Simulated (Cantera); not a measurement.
A closed system holds: 1 mol Ti(OiPr)4, 99 mol H2, at 1023.15 K and 0.133 bar.

Cantera equilibrium calculation (NASA polynomials, part measured and part estimated; ideal gas, pure solids and liquids). Candidate condensed phases: C, C6H6, C7H8, C8H18, H2O, Ti, TiC, TiO, TiO2, Ti2O3, Ti3O5, Ti4O7; 113 gas species. The feed counts by its element totals alone. Rates play no part.

Base state: H2 0.973, CO 0.0169, CH4 0.00945, H2O 0.000600, CO2 1.36e-5 (mole fractions); condensed: C(graphite) + TiO2(rutile).

Q: What changes in the equilibrium state with this change: temperature from 1023.15 K to 1398.15 K?

A: 
| species | before | after |
|---|---|---|
| H2 | 0.973 | 0.965 |
| CO | 0.0169 | 0.0342 |
| CH4 | 0.00945 | 0.000542 |
| H | 1.12e-8 | 1.28e-5 |
| CO2 | 1.36e-5 | 2.72e-7 |
| H2O | 0.000600 | 1.66e-5 |
| C(graphite), mol | 8.99 | 6.94 |
| TiO2(rutile), mol | 1.00 | 0 |
| TiC(s), mol | 0 | 1.00 |
TiC: taken at fixed stoichiometry.
